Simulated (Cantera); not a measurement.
Feed: 1 mol AlN, 0.041 mol H₂, held at 10.0 mbar.

Equilibrium computed with Cantera from the NASA thermochemical tables; the gas is ideal and each condensed phase is pure. Candidate condensed phases: Al, AlN; 13 gas species. Equilibrium is a limit: real reactors are often held back by kinetics, nucleation or transport.

Task: At 2398 K, list the 4 most abundant gas species with their mole fractions, and the condensed phases.

Result: Al 0.641, N₂ 0.321, H 0.0199, H₂ 0.0159. Condensed: gas only.
